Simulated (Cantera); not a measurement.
Input: 1 mol CH4, 0.033 mol H2O, 16 mol H2, at 1 atm.

Cantera equilibrium calculation (NASA polynomials, part measured and part estimated; ideal gas, pure solids and liquids). Candidate condensed phases: C, C6H6, C7H8, C8H18, H2O; 131 gas species. Ions and electrons are included (thermal ionisation). Rates play no part.

At 3500 K, list the 7 most abundant gas species with their mole fractions, and the condensed phases.

H2 0.545, H 0.433, C2H2 (acetylene) 0.0140, C2H 0.00351, CO 0.00142, C3 0.00120, C 0.00101. Condensed: gas only.
